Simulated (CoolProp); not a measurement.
Computed with CoolProp (reference Helmholtz-energy equation of state, Lemmon 2005). It is a short technical equation, of lower accuracy than the large ones.

For 1-butene, give the phase and the cv (kJ/(kg K)), expansivity (1/kK), fugacity coefficient at -40.45 °C and 0.0713 MPa.


- -40.45 °C and 0.0713 MPa: liquid; cv 1.40, expansivity 1.63, fugacity coefficient 0.295
